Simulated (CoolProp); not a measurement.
Properties of isobutene along the isotherm 397.7 K (Tc = 418.1 K, pc = 4.016 MPa, ω = 0.193).

Values from CoolProp's reference Helmholtz-energy equation of state, Lemmon 2005. It is a short technical equation, of lower accuracy than the large ones.

```
p (MPa)   phase       Z  cp (kJ/(kg K))  isothermal compressibility (1/MPa)  expansivity (1/kK)  fugacity coefficient
-------  ------  ------  --------------  ----------------------------------  ------------------  --------------------
0.0317      gas  0.9968           1.977                               31.65               2.541                0.9968
0.0536      gas  0.9945           1.979                               18.76               2.560                0.9946
0.0904      gas  0.9907           1.984                               11.17               2.592                0.9908
0.153       gas  0.9843           1.991                               6.642               2.648                0.9845
0.258       gas  0.9732           2.004                               3.985                 ___                0.9739
0.435       gas  0.9542           2.028                               2.413               2.928                0.9560
0.733       gas  0.9208           2.075                                 ___               3.286                0.9261
1.24        gas  0.8589           2.180                              0.9571               4.117                0.8755
2.09        gas  0.7335           2.523                              0.7128               6.962                0.7906
3.52     liquid  0.1415           3.612                             0.03773               8.000                0.5926
5.95     liquid  0.2246           3.125                                 ___               4.915                0.3853
10       liquid  0.3566           2.874                                 ___               3.407                0.2659
```

**Question.** Fill in the missing entries.

**Answer.** 
- 0.258, expansivity (1/kK): 2.746
- 0.733, isothermal compressibility (1/MPa): 1.490
- 5.95, isothermal compressibility (1/MPa): 0.01884
- 10, isothermal compressibility (1/MPa): 0.01081
